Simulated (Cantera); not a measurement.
Input: 1 mol SiC, 0.024 mol N2O, 70 mol H2, at 2175 K.

These are equilibrium values from Cantera (NASA tables, ideal gas, pure condensed phases), not measurements of a reactor. Candidate condensed phases: C, C6H6, C7H8, C8H18, H2O, Si, SiC, SiO2, Si2N2O, Si3N4; 151 gas species. Gases not in the tables: Si2H6 and higher silanes. Equilibrium is a limit: real reactors are often held back by kinetics, nucleation or transport.

Problem. Which condensed phases are stable at each of these points (P (Pa)): 0.100, 2.50, 63, 1600, 40000, 1000000?

Solution. 
```csv
P (Pa),condensed phases,Si condensed (%)
0.100,gas only,0.0
2.50,C(graphite),0.0
63,C(graphite),0.0
1600,SiC(s),77.7
40000,SiC(s),95.4
1000000,SiC(s),96.2
```

At 0.100 Pa nothing is condensed. From 2.50 Pa to 63.0 Pa the condensed part is C(graphite). From 16.0 mbar to 10.0 bar the condensed part is SiC(s).
